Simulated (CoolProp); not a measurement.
R141b at several states: density (kg/m³) from the reference equation and from simpler models built on Tc = 477.5 K, pc = 42.12 bar, ω = 0.220; each cubic takes its own stable root.

The numbers come from the reference Helmholtz-energy equation of state, Lemmon 2006 in CoolProp. It is a short technical equation, of lower accuracy than the large ones.

```json
[
 {"T (K)": "286.5", "p (bar)": "6.88", "phase": "liquid", "reference": "1257"},
 {"T (K)": "382.1", "p (bar)": "1.6", "phase": "gas", "reference": "6.051"},
 {"T (K)": "292.6", "p (bar)": "0.139", "phase": "gas", "reference": "0.6722"},
 {"T (K)": "303", "p (bar)": "97.4", "phase": "liquid", "reference": "1244"},
 {"T (K)": "433", "p (bar)": "0.659", "phase": "gas", "reference": "2.156"},
 {"T (K)": "350.7", "p (bar)": "55", "phase": "liquid", "reference": "1142"}
]
```

Problem. How far does each simpler model (van der Waals, Redlich-Kwong, Soave-Redlich-Kwong, Peng-Robinson) lie from the reference over these 6 states: mean and median of the absolute difference, and the worst?

Solution. 
- van der Waals: mean 19.0 %, median 18.8 %, worst -39.0 % at 286.5 K and 6.88 bar
- Redlich-Kwong: mean 5.1 %, median 4.8 %, worst -10.7 % at 350.7 K and 55 bar
- Soave-Redlich-Kwong: mean 3.9 %, median 3.8 %, worst -8.1 % at 286.5 K and 6.88 bar
- Peng-Robinson: mean 2.0 %, median 1.9 %, worst +4.3 % at 303 K and 97.4 bar
